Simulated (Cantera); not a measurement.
# Equilibrium for carbothermic reduction: MgO + C + H₂ + H₂O

Input: 1 mol MgO, 0.72 mol C, 0.71 mol H₂, 0.0012 mol H₂O, at 3.90 Torr.

Cantera equilibrium calculation (NASA polynomials, part measured and part estimated; ideal gas, pure solids and liquids). Candidate condensed phases: C, C₆H₆, C₇H₈, C₈H₁₈, H₂O, Mg, MgCO₃, MgO, Mg(OH)₂; 116 gas species. The tables' values for MgH are old estimates; treat these amounts as uncertain. Rates play no part.

| T (K) | log p H₂ | log p Mg | log p CO | log p H | log p H₂O | log p CO₂ | n C(graphite) | n MgO(s) |
|---|---|---|---|---|---|---|---|---|
| 925 | -2.29 | <-14 | -5.06 | -10.73 | -7.17 | -9.64 | 0.718 | 1.00 |
| 1075 | -2.28 | -9.77 | -5.06 | -8.98 | -8.24 | -10.98 | 0.719 | 1.00 |
| 1225 | -2.28 | -6.08 | -5.02 | -7.65 | -9.01 | -11.91 | 0.719 | 1.000 |
| 1375 | -2.30 | -4.12 | -4.08 | -6.61 | -8.71 | -10.80 | 0.708 | 0.989 |
| 1525 | -2.54 | -2.94 | -2.94 | -5.89 | -8.32 | -9.15 | 0.438 | 0.719 |
| 1675 | -2.77 | -2.76 | -2.76 | -5.32 | -7.25 | -7.76 | 0 | 0.281 |
| 1825 | -2.77 | -2.76 | -2.76 | -4.74 | -6.02 | -6.61 | 0 | 0.281 |
| 1975 | -2.78 | -2.76 | -2.76 | -4.25 | -4.99 | -5.63 | 0 | 0.276 |
| 2125 | -2.82 | -2.75 | -2.78 | -3.85 | -4.15 | -4.82 | 0 | 0.244 |
| 2275 | -2.95 | -2.72 | -2.82 | -3.55 | -3.56 | -4.17 | 0 | 0.113 |
| 2425 | -3.10 | -2.70 | -2.87 | -3.30 | -3.43 | -3.97 | 0 | 0 |
log p: log10 of the partial pressure in bar; n: condensed amount in mol.

From 925 K to 1525 K the condensed part is C(graphite) + MgO(s). From 1675 K to 2275 K the condensed part is MgO(s). At 2425 K nothing is condensed.
